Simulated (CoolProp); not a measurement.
n-perfluoropentane along the isotherm 178.35 °C: Z from the reference equation and from simpler models built on Tc = 147.9 °C, pc = 20.63 bar, ω = 0.436; each cubic takes its own stable root.

Computed with CoolProp (reference Helmholtz-energy equation of state, Gao 2022).

```csv
p (bar),phase,reference
7.69,gas,0.8949
15.4,gas,0.7714
23.1,supercritical,0.6226
30.8,supercritical,0.4484
38.5,supercritical,0.3736
46.2,supercritical,0.3906
53.8,supercritical,0.4243
61.5,supercritical,0.4630
69.2,supercritical,0.5034
76.9,supercritical,0.5444
84.6,supercritical,0.5856
92.3,supercritical,0.6267
100,supercritical,0.6678
```

How far does each simpler model (van der Waals, Redlich-Kwong, Soave-Redlich-Kwong) lie from the reference over these 13 states: mean and median of the absolute difference, and the worst?


- van der Waals: mean 19.1 %, median 25.6 %, worst +28.4 % at 178.35 °C and 100 bar
- Redlich-Kwong: mean 5.2 %, median 5.1 %, worst -9.8 % at 178.35 °C and 30.8 bar
- Soave-Redlich-Kwong: mean 9.1 %, median 9.1 %, worst +17.7 % at 178.35 °C and 38.5 bar
